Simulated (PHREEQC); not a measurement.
Dissolve 0.0087 mol/kgw CdSO4, 0.011 mol/kgw H3BO3 and 0.017 mol/kgw HCl at 60 °C. Closed to the air; pH follows from the charge balance.

Model: ion-association model, phreeqc.dat, run in PHREEQC.

No solid was allowed to form.

Order these Cd species by the share of Cd that they hold, largest first: Cd(SO4)2-2, CdSO4, CdCl2, Cd+2, CdCl+.

Cd+2 (50 %), CdCl+ (35 %), CdSO4 (13 %), CdCl2 (1.6 %), Cd(SO4)2-2 (0.36 %)

Order these Cl species by the share of Cl that they hold, largest first: CdCl+, Cl-, CdCl2.

Cl- (80 %), CdCl+ (18 %), CdCl2 (1.6 %)

The pH is 1.97 and the ionic strength 0.0317 mol/kgw. Constants without temperature data keep their 25 °C values here.
